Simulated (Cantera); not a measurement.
Cantera run:

```python
import numpy as np
import cantera as ct

gas_names = """
    B BH BH2 BH3 BN BO BO2 B2 B2O B2O2 B2O3 B3O3H3 H HBO HBO2 HNO HNO2 HNO3 HO2 H2 H2O H2O2 H3B3O6 N NH
    NH2 NH3 NH2OH NO NO2 NO3 N2 N2H2 N2H4 N2O O OH O2 O3
""".split()
cond_names = """
    B(b) B(L) BN(s) B2O3(L) B3O3H3(cr) H2O(s) H2O(L)
""".split()


def load(file, names, dense=False):
    # The tables refer to 1 bar. Condensed volumes are neglected.
    table = {s.name: s for s in ct.Species.list_from_file(file)}
    out = []
    for n in names:
        d = dict(table[n].input_data)
        d["thermo"] = dict(d["thermo"], **{"reference-pressure": 1e5})
        if dense:
            d["equation-of-state"] = {"model": "constant-volume", "density": "1e6 g/cm^3"}
        out.append(ct.Species.from_dict(d))
    return out


gas = ct.Solution(thermo="ideal-gas", species=load("nasa_gas.yaml", gas_names))
cond = {s.name: ct.Solution(thermo="fixed-stoichiometry", species=[s], name=s.name)
        for s in load("nasa_condensed.yaml", cond_names, dense=True)}
atoms = {
    'B2H6': {'B': 2, 'H': 6},
    'H2O': {'H': 2, 'O': 1},
    'N2': {'N': 2},
}
top_T = {'BN(s)': 3200}  # K; cautious upper limits of use, not melting points


def equilibrate(T, P, feed):
    n = {}
    for name, mol in feed.items():
        for a, k in atoms[name].items():
            n[a] = n.get(a, 0.0) + k * mol
    gas.TPX = T, P, n
    mass = sum(n.values()) * gas.mean_molecular_weight
    gas.equilibrate("TP")
    valid = [c for c in cond.values() if c.min_temp <= T <= top_T.get(c.name, c.max_temp)]
    mix = ct.Mixture([(gas, mass / gas.mean_molecular_weight)] + [(c, 0.0) for c in valid])
    mix.T, mix.P = T, P
    mix.equilibrate("TP", solver="vcs", rtol=1e-11, max_steps=5000)
    return mix


results = []
T = 1925  # K
P = 6100  # Pa
for m in [0.15, 0.23, 0.35, 0.55, 0.84, 1.3, 2, 3.1, 4.8, 7.4, 11]:
    feed = {'B2H6': 1, 'H2O': m, 'N2': 4.7}  # mol
    mix = equilibrate(T, P, feed)
    results.append((T, P, feed, dict(zip(mix.species_names, mix.species_moles))))
    x = sorted(zip(gas.X, gas.species_names), reverse=True)
    print(f"T = {T:g} K  P = {P:g} Pa  n(H2O) = {m:g} mol  gas = {mix.phase_moles(0):.4g} mol")
    print("   x: " + "  ".join(f"{s} {v:.3e}" for v, s in x if v > 0.0001))
    print("   condensed (mol): " + ("  ".join(f"{mix.phase(i).name} {mix.phase_moles(i):.4g}"
          for i in range(1, mix.n_phases) if mix.phase_moles(i) > 1e-12) or "none"))
```

Result:

```
T = 1925 K  P = 6100 Pa  n(H2O) = 0.15 mol  gas = 7.002 mol
   x: N2 5.383e-01  H2 4.411e-01  HBO 1.381e-02  H 2.571e-03  B2O2 1.324e-03  BO 1.257e-03  HBO2 8.847e-04  B2O3 6.037e-04  H2O 1.197e-04
   condensed (mol): BN(s) 1.861
T = 1925 K  P = 6100 Pa  n(H2O) = 0.23 mol  gas = 7.153 mol
   x: N2 5.318e-01  H2 4.402e-01  HBO 1.833e-02  H 2.568e-03  B2O2 2.336e-03  BO 1.670e-03  HBO2 1.550e-03  B2O3 1.407e-03  H2O 1.578e-04
   condensed (mol): BN(s) 1.792
T = 1925 K  P = 6100 Pa  n(H2O) = 0.35 mol  gas = 7.376 mol
   x: N2 5.226e-01  H2 4.397e-01  HBO 2.351e-02  B2O2 3.848e-03  B2O3 2.947e-03  H 2.567e-03  HBO2 2.529e-03  BO 2.143e-03  H2O 2.005e-04
   condensed (mol): BN(s) 1.692
T = 1925 K  P = 6100 Pa  n(H2O) = 0.55 mol  gas = 7.741 mol
   x: N2 5.084e-01  H2 4.401e-01  HBO 2.984e-02  B2O2 6.193e-03  B2O3 5.935e-03  HBO2 4.017e-03  BO 2.719e-03  H 2.568e-03  H2O 2.511e-04
   condensed (mol): BN(s) 1.529
T = 1925 K  P = 6100 Pa  n(H2O) = 0.84 mol  gas = 8.267 mol
   x: N2 4.901e-01  H2 4.418e-01  HBO 3.640e-02  B2O3 1.051e-02  B2O2 9.177e-03  HBO2 5.855e-03  BO 3.310e-03  H 2.573e-03  H2O 3.012e-04
   condensed (mol): BN(s) 1.298
T = 1925 K  P = 6100 Pa  n(H2O) = 1.3 mol  gas = 9.093 mol
   x: N2 4.654e-01  H2 4.453e-01  HBO 4.366e-02  B2O3 1.747e-02  B2O2 1.310e-02  HBO2 8.178e-03  BO 3.955e-03  H 2.583e-03  H2O 3.535e-04
   condensed (mol): BN(s) 0.9364
T = 1925 K  P = 6100 Pa  n(H2O) = 2 mol  gas = 10.35 mol
   x: H2 4.506e-01  N2 4.354e-01  HBO 5.114e-02  B2O3 2.668e-02  B2O2 1.776e-02  HBO2 1.079e-02  BO 4.605e-03  H 2.598e-03  H2O 4.029e-04
   condensed (mol): BN(s) 0.3918
T = 1925 K  P = 6100 Pa  n(H2O) = 3.1 mol  gas = 11.83 mol
   x: H2 4.774e-01  N2 3.974e-01  B2O3 4.654e-02  HBO2 4.280e-02  HBO 2.383e-02  B2O2 3.639e-03  H2O 3.635e-03  H 2.675e-03  BO 2.084e-03
   condensed (mol): none
T = 1925 K  P = 6100 Pa  n(H2O) = 4.8 mol  gas = 13.52 mol
   x: H2 4.397e-01  N2 3.476e-01  HBO2 1.139e-01  H2O 7.765e-02  B2O3 1.543e-02  HBO 2.734e-03  H 2.567e-03  BO 2.492e-04
   condensed (mol): none
T = 1925 K  P = 6100 Pa  n(H2O) = 7.4 mol  gas = 16.12 mol
   x: H2 3.702e-01  N2 2.915e-01  H2O 2.171e-01  HBO2 1.123e-01  B2O3 5.370e-03  H 2.355e-03  HBO 8.122e-04  OH 1.193e-04
   condensed (mol): none
T = 1925 K  P = 6100 Pa  n(H2O) = 11 mol  gas = 19.72 mol
   x: H2O 3.574e-01  H2 3.029e-01  N2 2.383e-01  HBO2 9.616e-02  B2O3 2.389e-03  H 2.130e-03  HBO 3.454e-04  OH 2.173e-04
   condensed (mol): none
```

These are equilibrium values from Cantera (NASA tables, ideal gas, pure condensed phases), not measurements of a reactor. The feed counts by its element totals alone.
